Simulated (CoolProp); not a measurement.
Vapour-liquid equilibrium of ethanol (1) + cyclohexane (2) at 446.7 K; x and y are mole fractions of (1).

Values from CoolProp's multi-fluid Helmholtz-energy mixture model, Schroeder 2014 and Zhou 2014; pair parameters Bell 2016.

| x | bubble pressure (bar) | y at the bubble point | dew pressure at overall composition x (bar) | liquid density (mol/L) |
|---|---|---|---|---|
| 0.05 | 10.55 | 0.187 | 9.081 | 7.401 |
| 0.15 | [?] | [?] | 10.12 | 7.630 |
| 0.25 | 15.09 | [?] | [?] | 7.906 |
| 0.35 | 16.23 | 0.540 | 12.86 | 8.245 |
| 0.45 | [?] | 0.591 | 14.61 | 8.664 |
| 0.55 | 17.56 | 0.639 | 16.40 | 9.184 |
| 0.65 | 17.91 | 0.691 | 17.65 | 9.823 |
| 0.75 | 18.07 | 0.754 | 18.07 | 10.60 |
| 0.85 | 17.97 | 0.834 | 17.92 | 11.52 |
| 0.95 | [?] | [?] | [?] | 12.62 |

Q: Fill in the missing entries.

A: 
- 0.15, bubble pressure (bar): 13.33
- 0.15, y at the bubble point: 0.378
- 0.25, y at the bubble point: 0.476
- 0.25, dew pressure at overall composition x (bar): 11.37
- 0.45, bubble pressure (bar): 17.01
- 0.95, bubble pressure (bar): 17.54
- 0.95, y at the bubble point: 0.937
- 0.95, dew pressure at overall composition x (bar): 17.48

y crosses x between x = 0.75 and 0.85: the model has an azeotrope there.

Pair parameters are fitted to limited data, so mixtures are less certain than the pure fluids.
